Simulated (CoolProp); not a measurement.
Vapour-liquid equilibrium of ammonia (1) + n-pentane (2) at 374 K; x and y are mole fractions of (1).

Model: multi-fluid Helmholtz-energy mixture model, Gao 2020 and Thol 2019; pair parameters Bell 2016, in CoolProp.

Question: Give the bubble pressure and the first vapour's composition at x = 0.35, 0.5, 0.65. Is there an azeotrope?

Answer: x = 0.35: 3.963 MPa, y = 0.813; x = 0.5: 4.742 MPa, y = 0.835; x = 0.65: 5.231 MPa, y = 0.852. No azeotrope shows between x = 0.05 and 0.95.

The pair parameters rest on a limited set of measurements; away from them the model extrapolates. With so large a gap from Raoult's law the liquid may split in two, which this calculation doesn't test in full.
